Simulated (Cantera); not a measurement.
Input: 1 mol Zr, 0.015 mol H₂O, held at 0.240 Pa.

These are equilibrium values from Cantera (NASA tables, ideal gas, pure condensed phases), not measurements of a reactor. Candidate condensed phases: H₂O, Zr, ZrO₂; 12 gas species. Mutual solubility and eutectic melting of coexisting phases are not modelled. Condensed phases not in the tables: N, O or C dissolved in the metal. The numbers say what is thermodynamically allowed, not how fast it happens.

x: gas mole fraction; n: condensed amount in mol.

```json
[
 {"T (K)": "1650", "x H₂": "0.943", "x H": "0.0569", "x ZrO": "8.38e-6", "x Zr": "4.70e-7", "n Zr(β)": "0.993", "n ZrO₂(tetragonal)": "0.00750", "n Zr(l)": "0"},
 {"T (K)": "1750", "x H₂": "…", "x H": "…", "x ZrO": "…", "x Zr": "…", "n Zr(β)": "0.992", "n ZrO₂(tetragonal)": "0.00750", "n Zr(l)": "0"},
 {"T (K)": "1850", "x H₂": "0.707", "x H": "0.292", "x ZrO": "0.00108", "x Zr": "5.43e-5", "n Zr(β)": "0.992", "n ZrO₂(tetragonal)": "0.00749", "n Zr(l)": "0"},
 {"T (K)": "1950", "x H₂": "…", "x H": "…", "x ZrO": "…", "x Zr": "…", "n Zr(β)": "0.992", "n ZrO₂(tetragonal)": "0.00741", "n Zr(l)": "0"},
 {"T (K)": "2050", "x H₂": "0.235", "x H": "0.710", "x ZrO": "0.0530", "x Zr": "0.00247", "n Zr(β)": "0.992", "n ZrO₂(tetragonal)": "0.00682", "n Zr(l)": "0"},
 {"T (K)": "2150", "x H₂": "0.0571", "x H": "0.650", "x ZrO": "0.280", "x Zr": "0.0126", "n Zr(β)": "0", "n ZrO₂(tetragonal)": "0.00200", "n Zr(l)": "0.987"},
 {"T (K)": "2250", "x H₂": "0.0162", "x H": "0.610", "x ZrO": "0.321", "x Zr": "0.0531", "n Zr(β)": "0", "n ZrO₂(tetragonal)": "0", "n Zr(l)": "0.983"},
 {"T (K)": "2350", "x H₂": "0.00432", "x H": "0.529", "x ZrO": "0.269", "x Zr": "0.198", "n Zr(β)": "0", "n ZrO₂(tetragonal)": "0", "n Zr(l)": "0.974"}
]
```

Some entries are withheld; supply them.


- 1750, x H₂: 0.861
- 1750, x H: 0.139
- 1750, x ZrO: 0.000110
- 1750, x Zr: 5.79e-6
- 1950, x H₂: 0.479
- 1950, x H: 0.512
- 1950, x ZrO: 0.00838
- 1950, x Zr: 0.000404
